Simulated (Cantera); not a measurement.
Cantera run:

```python
import numpy as np
import cantera as ct

gas_names = """
    NH3 H2 N
""".split()
cond_names = """
    V(cr) V(L) VN(s)
""".split()


def load(file, names, dense=False):
    # The tables refer to 1 bar. Condensed volumes are neglected.
    table = {s.name: s for s in ct.Species.list_from_file(file)}
    out = []
    for n in names:
        d = dict(table[n].input_data)
        d["thermo"] = dict(d["thermo"], **{"reference-pressure": 1e5})
        if dense:
            d["equation-of-state"] = {"model": "constant-volume", "density": "1e6 g/cm^3"}
        out.append(ct.Species.from_dict(d))
    return out


species = {s.name: s for s in load("nasa_gas.yaml", gas_names) + load("nasa_condensed.yaml", cond_names)}
# Each term lists the table entries of one substance; the one whose range holds T is used.
reactions = {
    '2 V + 2 NH3(g) = 2 VN + 3 H2(g)':
        [(-2, ['V(cr)', 'V(L)']), (-2, ['NH3']), (2, ['VN(s)']), (3, ['H2'])],
    'VN = V + N(g)':
        [(-1, ['VN(s)']), (1, ['V(cr)', 'V(L)']), (1, ['N'])],
}


def pick(names, T):
    return next(species[n] for n in names if species[n].thermo.min_temp <= T <= species[n].thermo.max_temp)


results = []
for label, terms in reactions.items():
    print(label)
    print("     T/K   dH/kJ  dS/(J/K)   dG/kJ   log10 K")
    for T in [300, 575, 625, 675, 725, 775, 825, 875]:
        used = [(nu, pick(names, T)) for nu, names in terms]
        dH = sum(nu * s.thermo.h(T) for nu, s in used) / 1e6
        dS = sum(nu * s.thermo.s(T) for nu, s in used) / 1e3
        dG = dH - T * dS / 1e3
        logK = -dG * 1e6 / (ct.gas_constant * T * np.log(10))
        results.append((label, T, dH, dS, dG, logK, [s.name for _, s in used]))
        print(f"{T:8g} {dH:8.1f} {dS:8.1f} {dG:8.1f} {logK:8.2f}")
```

It prints:

```
2 V + 2 NH3(g) = 2 VN + 3 H2(g)
     T/K   dH/kJ  dS/(J/K)   dG/kJ   log10 K
     300   -342.3     23.4   -349.4    60.83
     575   -330.6     51.4   -360.1    32.71
     625   -328.6     54.7   -362.8    30.32
     675   -326.7     57.5   -365.6    28.29
     725   -325.0     60.1   -368.5    26.55
     775   -323.3     62.3   -371.6    25.04
     825   -321.7     64.3   -374.7    23.73
     875   -320.2     66.0   -378.0    22.57
VN = V + N(g)
     T/K   dH/kJ  dS/(J/K)   dG/kJ   log10 K
     300    689.8    145.0    646.3  -112.54
     575    690.7    147.4    606.0   -55.05
     625    690.7    147.4    598.6   -50.03
     675    690.7    147.3    591.3   -45.75
     725    690.6    147.2    583.9   -42.07
     775    690.6    147.1    576.5   -38.86
     825    690.5    147.0    569.2   -36.04
     875    690.4    146.9    561.8   -33.54
```

Standard-state values (1 bar) from the NASA 1993 polynomials, evaluated with Cantera. VN: taken at fixed stoichiometry. Condensed species are held in their standard states even where they would react or evaporate.
